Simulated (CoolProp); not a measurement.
A closed Brayton cycle with carbon dioxide: compressor inlet 310.15 K and 8.1 MPa, high pressure 17.4 MPa, turbine inlet 985 K, compressor efficiency 0.8, turbine efficiency 0.9, recuperator effectiveness 0 (on enthalpy, no pinch check). Each further row changes one setting.

Computed with CoolProp (reference Helmholtz-energy equation of state, Span 1996).

```tsv
case	thermal efficiency (%)	net work (kJ/kg)	compressor to turbine work	compressor exit (K)	turbine exit (K)
as stated	11.5	96.6	0.22	357.2	881.9
turbine inlet 935 K	?	89.9	0.23	357.2	835.4
compressor inlet 320.15 K	11.1	86.1	0.30	382.4	881.9
high pressure 14.8 MPa	9.3	?	0.21	347.0	?
recuperator effectiveness 0.5	18.3	96.6	0.22	357.2	881.9
```

Q: Fill in the missing entries.

A: 
- turbine inlet 935 K, thermal efficiency (%): 11.6
- high pressure 14.8 MPa, net work (kJ/kg): 78.2
- high pressure 14.8 MPa, turbine exit (K): 903.1
